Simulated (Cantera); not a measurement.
Input: 1 mol BN, 1 mol O2, 11 mol N2, at 925 K and 100000 Pa.

Cantera equilibrium calculation (NASA polynomials, part measured and part estimated; ideal gas, pure solids and liquids). Candidate condensed phases: B, BN, B2O3; 17 gas species. Equilibrium is a limit: real reactors are often held back by kinetics, nucleation or transport.

Task: What is the equilibrium state?

Result: 
```
Property                            Result
-------------------------------  ---------
x(N2)                                0.979
x(O2)                               0.0213
x(NO)                              4.55e-6
n(B2O3(l))                       0.500 mol
gas amount                       11.75 mol
log10 activity of B(s) (absent)     -27.97
```
